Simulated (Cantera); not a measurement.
An isothermal, constant-pressure homogeneous reactor starts with H₂ : O₂ = 0.14 : 1 (molar parts), equivalence ratio 0.070, at 948 K and 10.00 Torr.

Cantera simulation using GRI-Mech 3.0 (53 species, 325 reactions); the numbers are that mechanism's predictions, not measurements. Radical loss at walls, strong at low pressure, is not modelled. Below about 950 K walls govern HO2 and H2O2 in real vessels. The temperature is held fixed by assumption; the heat of reaction is taken as removed at once.

One state of this run: x H₂ = 3.43e-9; x O₂ = 0.869; x O = 3.82e-8; x OH = 2.39e-6; x H = 3.93e-11; x H₂O = 0.131. x: mole fraction; the columns are a selection and need not sum to one.

Task: Which value of t (s) does it belong to?
A. 27.7
B. 0.00342
C. 7.23e-5
D. 7.65

Result: A, 27.7
